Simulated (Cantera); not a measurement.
Input: 1 mol CuO, 2.6 mol CH4, 7.2 mol N2, held at 1450 K and 6.80 bar.

Cantera equilibrium calculation (NASA polynomials, part measured and part estimated; ideal gas, pure solids and liquids). Candidate condensed phases: C, C6H6, C7H8, C8H18, Cu, CuO, Cu(OH)2, Cu2O, H2O; 139 gas species. The numbers say what is thermodynamically allowed, not how fast it happens.

Q: What is the equilibrium state?

A: 
```
Item                                       Value
-------------------------------------  ---------
x(N2)                                      0.539
x(H2)                                      0.382
x(CO)                                     0.0744
x(CH4)                                   0.00328
x(H2O)                                  0.000482
x(HCN)                                  0.000333
x(NH3)                                   8.54e-5
x(CO2)                                   3.94e-5
x(HNC)                                   4.75e-6
n(C(graphite))                          1.56 mol
n(Cu(l))                               1.000 mol
gas amount                             13.35 mol
log10 activity of Cu(OH)2(s) (absent)     -14.09
```
